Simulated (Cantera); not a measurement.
A perfectly stirred reactor is fed with C₃H₈ : O₂ : N₂ = 1 : 4.55 : 22.7 (molar parts), equivalence ratio 1.1, at 9.87 atm; it is adiabatic with a 775 K inlet, and is followed from long to short residence time, starting on the burning branch (τ in s: 0.059, 0.032, 0.017, 0.009, 0.0048, 0.0025, 0.0014, 0.00072, 0.00038, 0.0002, 0.00011, 5.8e-05, 3.1e-05).

Cantera simulation using GRI-Mech 3.0 (53 species, 325 reactions); the numbers are that mechanism's predictions, not measurements. GRI-Mech 3.0 was tuned for natural gas; its chemistry of propane as a main component is partial and can be far from experiment.

Problem. What does this change do: O2 4.55 to 5.7 parts?

Solution. 
```
quantity                                                                          before                                   after
------------------------------------------------  --------------------------------------  --------------------------------------
blow-out, bracketed by the residence times tried  burning at 31.0 µs, the shortest tried  burning at 31.0 µs, the shortest tried
x(C₃H₈) at τ = 59.0 ms                                                           5.41e-8                                 2.92e-8
x(O₂) at τ = 59.0 ms                                                            0.000329                                  0.0221
x(N₂O) at τ = 59.0 ms                                                            1.15e-7                                 1.10e-6
x(H₂O) at τ = 59.0 ms                                                              0.127                                   0.128
x(NO) at τ = 59.0 ms                                                            0.000547                                 0.00543
x(C₃H₈) at τ = 1.40 ms                                                           1.55e-6                                 1.09e-6
x(O₂) at τ = 1.40 ms                                                             0.00192                                  0.0251
x(N₂O) at τ = 1.40 ms                                                            2.91e-7                                 1.25e-6
x(H₂O) at τ = 1.40 ms                                                              0.124                                   0.127
x(NO) at τ = 1.40 ms                                                            0.000514                                 0.00122
```
